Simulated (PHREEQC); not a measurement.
Alkaline etch or developer: speciation

Consider water at 25 °C with 0.026 mol/kgw KOH, 0.0045 mol/kgw Na2SiO3 and 0.00015 mol/kgw (CH3)4NCl. Closed to the air; pH follows from the charge balance.

Computed with PHREEQC (ion-association model, phreeqc.dat).

Precipitation was switched off in this run.

Question: What pH does the model give?

Answer: pH 12.39.

Question: In which forms is Si present?

Answer: H3SiO4- 79 %, H2SiO4-2 21 % of the Si.

(CH3)4N+ isn't in the database: it is added as a free cation with an ion size of 4 Å.
